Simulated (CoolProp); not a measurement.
Computed with CoolProp (reference Helmholtz-energy equation of state, Akasaka 2024).

### Question
Give the vapour pressure (MPa), enthalpy of vaporisation (kJ/kg), liquid cp (kJ/(kg K)) of saturated R1132(E) at -15.25, 20.95 °C.

### Answer
```
T (°C)  p (MPa)  enthalpy of vaporisation (kJ/kg)  liquid cp (kJ/(kg K))
------  -------  --------------------------------  ---------------------
-15.25    0.493                               270                   1.69
20.95      1.49                               221                   1.88
```
